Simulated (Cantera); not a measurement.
What does this Cantera script print?

```python
import numpy as np
import cantera as ct

gas_names = [...]  # 150 gases of nasa_gas.yaml made of C, H, N, O, S
cond_names = """
    C(gr) C6H6(L) C7H8(L) C8H18(L),n-octa H2O(s) H2O(L) H2SO4(L) S(cr1) S(cr2) S(L)
""".split()


# ... load() reads the species with a 1 bar reference pressure and builds the phases ...
atoms = {
    'CS2': {'C': 1, 'S': 2},
    'O2': {'O': 2},
    'NH3': {'N': 1, 'H': 3},
}
top_T = {'C(gr)': 4500}  # K; cautious upper limits of use, not melting points


# ... equilibrate(T, P, feed) seeds the gas with the atoms and calls Mixture.equilibrate('TP', solver="vcs", rtol=1e-11, max_steps=5000) ...
results = []
feed = {'CS2': 1, 'O2': 1.2, 'NH3': 0.2}  # mol
P = 101325  # Pa
for T in [2475, 2550, 2625, 2700, 2775, 2850, 2925]:
    mix = equilibrate(T, P, feed)
    results.append((T, P, feed, dict(zip(mix.species_names, mix.species_moles))))

top = {s: max(r[3][s] / sum(r[3][g] for g in gas_names) for r in results) for s in gas_names}
cols = sorted((s for s in top if top[s] > 0.0001), key=lambda s: -top[s])[:9]
seen = [c for c in cond_names if any(r[3].get(c, 0) > 1e-12 for r in results)]
print("log10 of partial pressures in bar; condensed amounts in mol")
print(f"{'T/K':>10s}" + "".join(f"{s[:9]:>10s}" for s in cols + seen))
for T, P, feed, n in results:
    ng = sum(n[g] for g in gas_names)
    print(f"{T:10.4g}" + "".join(f"{np.log10(max(n[s] / ng * P / 1e5, 1e-99)):10.3f}" for s in cols)
          + "".join(f"{n.get(c, 0):10.4g}" for c in seen))
```

Result:

```
log10 of partial pressures in bar; condensed amounts in mol
       T/K        CO        S2        SO       SO2         S       CO2       H2O        H2        N2
      2475    -0.520    -0.660    -0.991    -0.842    -1.734    -1.197    -1.271    -1.381    -1.436
      2550    -0.515    -0.685    -0.930    -0.857    -1.611    -1.252    -1.304    -1.368    -1.441
      2625    -0.511    -0.713    -0.876    -0.876    -1.498    -1.306    -1.339    -1.360    -1.447
      2700    -0.510    -0.745    -0.828    -0.898    -1.393    -1.360    -1.378    -1.356    -1.453
      2775    -0.510    -0.780    -0.786    -0.923    -1.296    -1.412    -1.420    -1.356    -1.460
      2850    -0.511    -0.818    -0.750    -0.952    -1.207    -1.464    -1.465    -1.362    -1.467
      2925    -0.513    -0.861    -0.719    -0.983    -1.125    -1.515    -1.515    -1.373    -1.475
```

Method: chemical equilibrium by Gibbs-energy minimisation in Cantera with the NASA 1993 tables (ideal gas, pure condensed phases).
